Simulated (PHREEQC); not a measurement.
Make-up at 66 °C: 0.00015 mol PbCl2, 0.0023 mol NaCl and 0.0024 mol Zn(NO3)2 per kg of water. Closed to the air; pH follows from the charge balance.

Computed with PHREEQC (ion-association model, phreeqc.dat).

### Question
The ionic strength comes out as 0.00979 mol/kgw. What activity coefficients do Zn+2, Pb+2, PbNO3+, Na+, Cl- get?

### Answer
Zn+2 0.65, Pb+2 0.64, PbNO3+ 0.90, Na+ 0.90, Cl- 0.89.

Precipitation was switched off in this run. At this temperature some constants are extrapolated from 25 °C, and those without enthalpy data are left unchanged.
